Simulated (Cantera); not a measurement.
**Moist CO burnout**

A perfectly stirred reactor is fed with CO : O2 : H2O : N2 = 0.0019 : 0.069 : 0.0015 : 1 (molar parts), equivalence ratio 0.014, at 4.93 atm; it is held at 1050 K, and followed from long to short residence time.

Detailed kinetics in Cantera: GRI-Mech 3.0 (53 species, 325 reactions).

```csv
τ (s),x CO,x O2,x H2O,x OH,x H2O2
0.30,0.00159,0.0643,0.00140,2.14e-8,5.31e-8
0.19,0.00165,0.0643,0.00140,2.07e-8,5.21e-8
0.12,0.00170,0.0643,0.00140,1.95e-8,4.86e-8
0.076,0.00173,0.0643,0.00140,1.76e-8,4.22e-8
0.048,0.00175,0.0643,0.00140,1.46e-8,3.22e-8
0.031,0.00176,0.0643,0.00140,1.05e-8,1.96e-8
0.019,0.00177,0.0643,0.00140,4.79e-9,5.41e-9
0.012,0.00177,0.0643,0.00140,1.26e-9,4.36e-10
0.0077,0.00177,0.0643,0.00140,4.75e-10,5.06e-11
0.0049,0.00177,0.0643,0.00140,2.50e-10,9.53e-12
0.0031,0.00177,0.0643,0.00140,1.53e-10,2.13e-12
```
x: mole fraction; the columns are a selection and need not sum to one.
